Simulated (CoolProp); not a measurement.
Vapour-liquid equilibrium of R152A (1) + n-butane (2) at 301.8 K; x and y are mole fractions of (1).

Model: multi-fluid Helmholtz-energy mixture model, Outcalt 1996 and Bücker 2006; pair parameters Bell 2016, in CoolProp.

```tsv
x	bubble pressure (bar)	y at the bubble point	dew pressure at overall composition x (bar)	liquid density (mol/L)
0.05	3.600	0.259	2.858	9.873
0.125	4.560	0.437	3.088	10.02
0.2	5.215	0.527	3.356	10.17
0.275	5.671	0.582	3.670	10.34
0.35	5.998	0.622	4.042	10.53
0.425	6.244	0.653	4.484	10.74
0.5	6.437	0.681	5.008	10.98
0.575	6.594	0.708	5.610	11.24
0.65	6.721	0.738	6.222	11.54
0.725	6.817	0.771	6.671	11.88
0.8	6.873	0.812	6.862	12.25
0.875	6.870	0.865	6.862	12.67
0.95	6.775	0.936	6.748	13.14
```

y crosses x between x = 0.8 and 0.875: the model has an azeotrope there.

Pair parameters are fitted to limited data, so mixtures are less certain than the pure fluids.
